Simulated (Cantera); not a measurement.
A perfectly stirred reactor is fed with H₂ : O₂ : N₂ : H₂O = 1 : 1.02 : 3.84 : 0.21 (molar parts), at 9.87 atm; it is adiabatic with a 675 K inlet, and is followed from long to short residence time, starting on the burning branch (τ in s: 0.16, 0.072, 0.032, 0.014, 0.0064, 0.0028, 0.0013, 0.00056, 0.00025, 0.00011, 4.9e-05, 2.2e-05).

Computed with Cantera and the H2/O2 subset of GRI-Mech 3.0, which has no nitrogen chemistry. The hydrogen kinetics of GRI-Mech 3.0 are dated; newer H2 mechanisms differ, most at raised pressure.

### Question
What does this change do: H2 1 to 0.7 parts?

### Answer
```tsv
quantity	before	after
blow-out, bracketed by the residence times tried	burning at 22.0 µs, the shortest tried	burning at 49.0 µs, out at 22.0 µs
x(H₂) at τ = 0.160 s	3.19e-5	1.97e-5
x(O₂) at τ = 0.160 s	0.0931	0.124
x(H₂O) at τ = 0.160 s	0.217	0.168
x(O) at τ = 0.160 s	2.71e-5	2.79e-6
x(H₂O₂) at τ = 0.160 s	2.69e-7	1.20e-7
x(H₂) at τ = 1.30 ms	0.000378	0.000739
x(O₂) at τ = 1.30 ms	0.0930	0.124
x(H₂O) at τ = 1.30 ms	0.216	0.167
x(O) at τ = 1.30 ms	0.000124	4.57e-5
x(H₂O₂) at τ = 1.30 ms	7.32e-7	1.19e-6
```

### Question
What does this change do: inlet temperature 675 to 800 K?

### Answer
| quantity | before | after |
|---|---|---|
| blow-out, bracketed by the residence times tried | burning at 22.0 µs, the shortest tried | burning at 22.0 µs, the shortest tried |
| x(H₂) at τ = 0.160 s | 3.19e-5 | 6.48e-5 |
| x(O₂) at τ = 0.160 s | 0.0931 | 0.0930 |
| x(H₂O) at τ = 0.160 s | 0.217 | 0.216 |
| x(O) at τ = 0.160 s | 2.71e-5 | 6.20e-5 |
| x(H₂O₂) at τ = 0.160 s | 2.69e-7 | 3.80e-7 |
| x(H₂) at τ = 1.30 ms | 0.000378 | 0.000354 |
| x(O₂) at τ = 1.30 ms | 0.0930 | 0.0928 |
| x(H₂O) at τ = 1.30 ms | 0.216 | 0.216 |
| x(O) at τ = 1.30 ms | 0.000124 | 0.000166 |
| x(H₂O₂) at τ = 1.30 ms | 7.32e-7 | 6.56e-7 |
